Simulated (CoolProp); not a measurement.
A single-stage vapour-compression cycle with the fluid: evaporating at 297.15 K (dew point), condensing at 328.15 K (bubble point), superheat 2 K, subcooling 0 K, compressor efficiency 0.9, no pressure losses. The same conditions are run with several fluids, on thermodynamics alone (safety and materials aside).

Values from CoolProp's reference Helmholtz-energy equation of state of each fluid (R115: Lemmon 2016; R245fa: Akasaka 2015; isohexane: Lemmon 2006; chlorine: Thol 2021; isobutene: Lemmon 2005; R125: Lemmon 2005).

| fluid | cooling COP | pressure ratio | discharge temperature (K) | refrigerating effect (kJ/kg) | volumetric capacity (kJ/m³) |
|---|---|---|---|---|---|
| R115 | 5.91 | 2.10 | 328.4 | 59.8 | 4060 |
| R245fa | 7.45 | 2.79 | 328.2 | 152 | 1230 |
| isohexane | 7.59 | 3.16 | 328.1 | 280 | 267 |
| chlorine | 7.48 | 2.14 | 367.3 | 218 | 5230 |
| isobutene | 7.41 | 2.34 | 329.9 | 287 | 2090 |
| R125 | 5.30 | 2.12 | 334.5 | 65.2 | 5630 |

The compression ends wet for: R245fa; isohexane.
